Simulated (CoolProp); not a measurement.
Model: reference Helmholtz-energy equation of state, Akasaka 2023, in CoolProp.

### Question
For R1224YDZ, give the phase and the density (kg/m³), cp (kJ/(kg K)), cv (kJ/(kg K)) at 190.3 K and 62.8 bar; 198.2 K and 62.8 bar; 229.5 K and 62.8 bar.

### Answer
- 190.3 K and 62.8 bar: liquid; density 1640, cp 1.01, cv 0.699
- 198.2 K and 62.8 bar: liquid; density 1620, cp 1.01, cv 0.703
- 229.5 K and 62.8 bar: liquid; density 1550, cp 1.04, cv 0.730
